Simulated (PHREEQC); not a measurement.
Solution (20 °C): 2.2 mol NaBr, 0.043 mol BaCl2 and 0.0011 mol H4SiO4 per kg of water. Closed to the air; pH follows from the charge balance.

All values are PHREEQC results (Pitzer model, pitzer.dat), not measurements.

This is a speciation only: nothing precipitates in the calculation.

### Question
Estimate the pH.

### Answer
pH 6.01.

In brines, pH and single-ion activities rest on the MacInnes convention.
